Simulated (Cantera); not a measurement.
Ta(OEt)5 + CH4 + O2 (tantalum, niobium, vanadium and zirconium in process gases)

Feed: 1 mol Ta(OEt)5, 0.25 mol CH4, 0.025 mol O2, equilibrated at 10.0 Torr.

Method: chemical equilibrium by Gibbs-energy minimisation in Cantera with the NASA 1993 tables (ideal gas, pure condensed phases). Candidate condensed phases: C, C6H6, C7H8, C8H18, H2O, Ta, TaC, Ta2O5; 113 gas species. The feed counts by its element totals alone. TaC: taken at fixed stoichiometry. Condensed phases not in the tables: Ta2C. Equilibrium is a limit: real reactors are often held back by kinetics, nucleation or transport.

```json
[
 {"T (K)": "1275", "log p H2": "-2.02", "log p CO": "-2.43", "log p H": "-7.14", "log p C2H2 (acetylene)": "-8.43", "n C(graphite)": "4.20", "n TaC(s)": "1.00"},
 {"T (K)": "1425", "log p H2": "-2.02", "log p CO": "-2.43", "log p H": "-6.17", "log p C2H2 (acetylene)": "-7.47", "n C(graphite)": "4.20", "n TaC(s)": "1.00"},
 {"T (K)": "1575", "log p H2": "-2.02", "log p CO": "-2.43", "log p H": "-5.39", "log p C2H2 (acetylene)": "-6.69", "n C(graphite)": "4.20", "n TaC(s)": "1.00"},
 {"T (K)": "1725", "log p H2": "-2.02", "log p CO": "-2.43", "log p H": "-4.74", "log p C2H2 (acetylene)": "-6.05", "n C(graphite)": "4.20", "n TaC(s)": "1.00"},
 {"T (K)": "1875", "log p H2": "-2.02", "log p CO": "-2.43", "log p H": "-4.19", "log p C2H2 (acetylene)": "-5.52", "n C(graphite)": "4.19", "n TaC(s)": "1.00"},
 {"T (K)": "2025", "log p H2": "-2.03", "log p CO": "-2.43", "log p H": "-3.73", "log p C2H2 (acetylene)": "-5.07", "n C(graphite)": "4.18", "n TaC(s)": "1.00"},
 {"T (K)": "2175", "log p H2": "-2.04", "log p CO": "-2.44", "log p H": "-3.33", "log p C2H2 (acetylene)": "-4.69", "n C(graphite)": "4.14", "n TaC(s)": "1.00"},
 {"T (K)": "2325", "log p H2": "-2.06", "log p CO": "-2.45", "log p H": "-2.99", "log p C2H2 (acetylene)": "-4.37", "n C(graphite)": "4.08", "n TaC(s)": "1.00"},
 {"T (K)": "2475", "log p H2": "-2.11", "log p CO": "-2.46", "log p H": "-2.70", "log p C2H2 (acetylene)": "-4.12", "n C(graphite)": "3.97", "n TaC(s)": "1.00"}
]
```
log p: log10 of the partial pressure in bar; n: condensed amount in mol.

From 1275 K to 2475 K the condensed part is C(graphite) + TaC(s).
